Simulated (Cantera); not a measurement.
An isothermal, constant-pressure homogeneous reactor starts with N₂O : O₂ = 1 : 0.3 (molar parts), at 1498 K and 1.01 bar. Integrator tolerance rtol = 1e-08.

Computed with Cantera and GRI-Mech 3.0 (53 species, 325 reactions). GRI-Mech 3.0 was tuned for natural gas; its chemistry of N2O as a main component is partial and can be far from experiment. The temperature is held fixed by assumption; the heat of reaction is taken as removed at once.

Question: What does this change do: temperature 1498 to 1550 K?

Answer: 
| quantity | before | after |
|---|---|---|
| x(N₂O) at 100 s | 2.72e-6 (gas-phase equilibrium 7.70e-8) | 2.38e-6 (gas-phase equilibrium 9.70e-8) |
| x(O₂) at 100 s | 0.399 (gas-phase equilibrium 0.444) | 0.403 (gas-phase equilibrium 0.443) |
| x(NO₂) at 100 s | 0.000672 (gas-phase equilibrium 1.17e-5) | 0.000529 (gas-phase equilibrium 1.28e-5) |
| x(N₂) at 100 s | 0.510 (gas-phase equilibrium 0.555) | 0.514 (gas-phase equilibrium 0.555) |
| x(NO) at 100 s | 0.0902 (gas-phase equilibrium 0.00149) | 0.0823 (gas-phase equilibrium 0.00190) |

Question: What does this change do: pressure from 1.01 bar to 0.390 bar?

Answer: 
```json
[
 {"quantity": "x(N₂O) at 100 s", "before": "2.72e-6 (gas-phase equilibrium 7.70e-8)", "after": "3.83e-6 (gas-phase equilibrium 4.78e-8)"},
 {"quantity": "x(O₂) at 100 s", "before": "0.399 (gas-phase equilibrium 0.444)", "after": "0.389 (gas-phase equilibrium 0.444)"},
 {"quantity": "x(NO₂) at 100 s", "before": "0.000672 (gas-phase equilibrium 1.17e-5)", "after": "0.000504 (gas-phase equilibrium 7.24e-6)"},
 {"quantity": "x(N₂) at 100 s", "before": "0.510 (gas-phase equilibrium 0.555)", "after": "0.500 (gas-phase equilibrium 0.555)"},
 {"quantity": "x(NO) at 100 s", "before": "0.0902 (gas-phase equilibrium 0.00149)", "after": "0.111 (gas-phase equilibrium 0.00149)"}
]
```
